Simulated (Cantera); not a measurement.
An adiabatic, constant-volume homogeneous reactor starts with 5.17 % CH4, 19.9 % O2, 74.9 % N2, equivalence ratio 0.52, at 1673 K and 4880 Torr.

Computed with Cantera and GRI-Mech 3.0 (53 species, 325 reactions).

One state of this run: T (K) = 1708; P (bar) = 6.64; x CH4 = 0.0453; x O2 = 0.194; x C2H6 = 0.000665; x CH2CO = 1.42e-5; x O = 1.20e-5; x CH3 = 0.000978; x N2O = 2.66e-8. x: mole fraction; the columns are a selection and need not sum to one.

Question: Which value of t (s) does it belong to?
(A) 1.00e-6
(B) 0.000422
(C) 3.76e-5
(D) 0.597

Answer: C, 3.76e-5
